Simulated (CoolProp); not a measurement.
Carbon monoxide along the isobar 2.84 MPa: density (kg/m³) from the reference equation and from simpler models built on Tc = 132.9 K, pc = 3.498 MPa, ω = 0.050; each cubic takes its own stable root.

The numbers come from the reference Helmholtz-energy equation of state, Lemmon 2006 in CoolProp. It is a short technical equation, of lower accuracy than the large ones.

| T (K) | phase | reference |
|---|---|---|
| 132.5 | gas | 115.4 |
| 143.2 | gas | 89.86 |
| 153.8 | gas | 77.02 |
| 164.5 | gas | 68.34 |
| 175.2 | gas | 61.89 |
| 185.8 | gas | 56.86 |
| 196.5 | gas | 52.70 |
| 207.2 | gas | 49.21 |
| 217.8 | gas | 46.25 |
| 228.5 | gas | 43.65 |
| 239.2 | gas | 41.36 |
| 249.8 | gas | 39.34 |
| 260.5 | gas | 37.51 |

Q: How far does each simpler model (ideal gas, van der Waals, Redlich-Kwong, Soave-Redlich-Kwong, Peng-Robinson) lie from the reference over these 13 states: mean and median of the absolute difference, and the worst?

A: 
- ideal gas: mean 11.5 %, median 7.6 %, worst -37.4 % at 132.5 K and 2.84 MPa
- van der Waals: mean 1.7 %, median 1.6 %, worst -5.4 % at 132.5 K and 2.84 MPa
- Redlich-Kwong: mean 0.5 %, median 0.5 %, worst +0.6 % at 143.2 K and 2.84 MPa
- Soave-Redlich-Kwong: mean 0.4 %, median 0.5 %, worst -0.6 % at 239.2 K and 2.84 MPa
- Peng-Robinson: mean 1.9 %, median 1.5 %, worst +4.7 % at 132.5 K and 2.84 MPa
